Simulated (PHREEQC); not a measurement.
Dissolve 0.16 mol CdCl2 and 0.071 mol H2SO4 per kg of water at 23 °C. Closed to the air; pH follows from the charge balance.

The numbers come from PHREEQC with the ion-association model, wateq4f.dat.

```yaml
pH: 1.11
ionic_strength: 0.281 mol/kgw
activity_of_water: 0.992
total_alkalinity: -142 meq/kg
```

```tsv
species	molality	activity	log γ
Cl-	0.158	0.108	-0.163
H+	0.0982	0.0771	-0.105
CdCl+	0.0953	0.0701	-0.133
HSO4-	0.0438	0.0309	-0.151
CdCl2	0.0294	0.0314	0.028
Cd+2	0.0233	0.00683	-0.533
SO4-2	0.0167	0.00430	-0.588
CdSO4	0.00785	0.00838	0.028
CdCl3-	0.00282	0.00208	-0.133
Cd(SO4)2-2	0.00136	0.000400	-0.533
```

No solid was allowed to form.
